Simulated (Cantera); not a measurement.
A perfectly stirred reactor is fed with 3.10 % CH4, 0.713 % C2H6, 20.2 % O2, 76.0 % N2, equivalence ratio 0.43, at 1.01 bar; it is adiabatic with a 625 K inlet, and is followed from long to short residence time, starting on the burning branch (τ in s: 0.064, 0.033, 0.017, 0.0087, 0.0045, 0.0023, 0.0012, 0.00061, 0.00031, 0.00016, 8.2e-05, 4.2e-05).

Detailed kinetics in Cantera: GRI-Mech 3.0 (53 species, 325 reactions).

One state of this run: T (K) = 1594; x CH4 = 5.38e-5; x C2H6 = 3.23e-6; x O2 = 0.115; x O = 0.000481; x CH2 = 1.24e-7. x: mole fraction; the columns are a selection and need not sum to one.

### Question
Which value of τ (s) does it belong to?
A) 0.017
B) 0.0087
C) 0.0023
D) 0.00016

### Answer
B, 0.0087
